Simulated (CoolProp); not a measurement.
Values from CoolProp's reference Helmholtz-energy equation of state, Span 2000.

### Question
For nitrogen, give the phase and the Prandtl number at 284.3 K and 4.6 MPa.

### Answer
- 284.3 K and 4.6 MPa: supercritical; Prandtl number 0.749

Viscosity comes from a separate model (Lemmon 2004). Thermal conductivity comes from a separate model (Lemmon 2004).
